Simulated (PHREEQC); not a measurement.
A solution holds 21 mmol/kgw FeCl3, at 15 °C. Closed to the air; pH follows from the charge balance.

Computed with PHREEQC (ion-association model, wateq4f.dat).

Precipitation was switched off in this run.

Q: What pH, ionic strength does the model give?

A: pH 2.21; ionic strength 0.106 mol/kgw.

Q: In which forms is Cl present?

A: Cl- 92 %, FeCl+2 6.6 %, FeCl2+ 1.7 % of the Cl.

Examples of supersaturated solids here: Hematite (slow to form), Goethite (slow to form). Others may be too.
